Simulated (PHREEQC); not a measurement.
A made-up water analysis in mg/L, 20 °C, pH 2.54, pe 8.2: Na 13.8; K 106; Ca 13.1; Mg 33.2; Cl 74.2; S(6) as SO4 510; Zn 1.68; N(5) as NO3 1.79; F 0.0829.

Valence states are taken as typed.

Computed with PHREEQC (ion-association model, phreeqc.dat).

No solid was allowed to form.

Problem. Order these Zn species by the share of Zn that they hold, largest first: Zn(SO4)2-2, ZnSO4, Zn+2, ZnCl+.

Solution. Zn+2 (73 %), ZnSO4 (26 %), Zn(SO4)2-2 (0.91 %), ZnCl+ (0.20 %)

The pH is 2.54 and the ionic strength 0.0155 mol/kgw. Complexes and solids missing from the database can't appear.
